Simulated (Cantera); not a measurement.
Input: 1 mol MgF₂, 0.2 mol H₂O, 470 mol N₂, at 2198 K and 0.133 bar.

These are equilibrium values from Cantera (NASA tables, ideal gas, pure condensed phases), not measurements of a reactor. Candidate condensed phases: H₂O, Mg, MgF₂, MgO, Mg(OH)₂; 50 gas species. The numbers say what is thermodynamically allowed, not how fast it happens.

Base state: N₂ 0.997, MgF₂ 0.00159, HF 0.000792, Mg 0.000266, MgF 0.000261, NO 0.000234, O₂ 5.77e-5, O 5.56e-5 (mole fractions); condensed: gas only.

### Question
What changes in the equilibrium state with this change: temperature from 2198 K to 1875 K?

### Answer
```
species        before     after
-----------  --------  --------
N₂              0.997     0.997
MgF₂          0.00159   0.00169
HF           0.000792  0.000836
Mg           0.000266   4.53e-6
MgF          0.000261   2.19e-5
O             5.56e-5   7.09e-7
O₂            5.77e-5   1.16e-6
NO           0.000234   1.40e-5
MgO(s), mol         0     0.190
```

### Question
What changes in the equilibrium state with this change: temperature from 2198 K to 2075 K?

### Answer
```csv
species,before,after
N₂,0.997,0.997
MgF₂,0.00159,0.00165
HF,0.000792,0.000805
Mg,0.000266,9.33e-5
MgF,0.000261,0.000134
O,5.56e-5,1.49e-5
O₂,5.77e-5,2.19e-5
NO,0.000234,0.000107
"MgO(s), mol",0,0.114
```

### Question
What changes in the equilibrium state with this change: pressure from 0.133 bar to 1.00 bar?

### Answer
| species | before | after |
|---|---|---|
| N₂ | 0.997 | 0.997 |
| MgF₂ | 0.00159 | 0.00166 |
| HF | 0.000792 | 0.000789 |
| Mg | 0.000266 | 6.49e-5 |
| MgF | 0.000261 | 0.000132 |
| O | 5.56e-5 | 9.18e-6 |
| O₂ | 5.77e-5 | 1.18e-5 |
| NO | 0.000234 | 0.000106 |
| H₂O | 7.30e-6 | 1.57e-5 |
| H | 2.63e-5 | 1.26e-5 |
| MgO(s), mol | 0 | 0.124 |
